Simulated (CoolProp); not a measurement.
Vapour-liquid equilibrium of dimethyl ether (1) + n-pentane (2) at 1.98 bar; x and y are mole fractions of (1).

Model: multi-fluid Helmholtz-energy mixture model, Wu 2011 and Thol 2019; pair parameters Bell 2016, in CoolProp.

| x | bubble temperature (K) | y at the bubble point | dew temperature at overall composition x (K) | liquid density (mol/L) |
|---|---|---|---|---|
| 0.05 | 324.4 | 0.197 | 329.0 | 8.417 |
| 0.2 | 303.6 | 0.662 | 324.3 | 9.335 |
| 0.35 | 286.9 | 0.858 | 318.9 | 10.29 |
| 0.5 | 277.2 | 0.927 | 312.5 | 11.26 |
| 0.65 | 272.0 | 0.955 | 304.3 | 12.29 |
| 0.8 | 268.9 | 0.972 | 293.0 | 13.46 |
| 0.95 | 266.0 | 0.991 | 272.9 | 14.90 |

No azeotrope shows between x = 0.05 and 0.95.

The pair parameters rest on a limited set of measurements; away from them the model extrapolates. The gap from Raoult's law changes sign with composition, which may be real or a fault of the pair parameters; it wasn't checked against measurements.
